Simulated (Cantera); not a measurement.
Feed: 1 mol borazine, 2 mol NH₃, held at 777 °C and 13.3 mbar.

These are equilibrium values from Cantera (NASA tables, ideal gas, pure condensed phases), not measurements of a reactor. Candidate condensed phases: B, BN; 15 gas species. The feed counts by its element totals alone. Kinetics and transport are ignored.

Base state: H₂ 0.857, N₂ 0.143 (mole fractions); condensed: BN(s).

**Question.** What changes in the equilibrium state with this change: NH₃ from 2 to 0.49 mol?

**Answer.** 
```tsv
species	before	after
H₂	0.857	0.938
N₂	0.143	0.0616
BN(s), mol	3.00	3.00
```
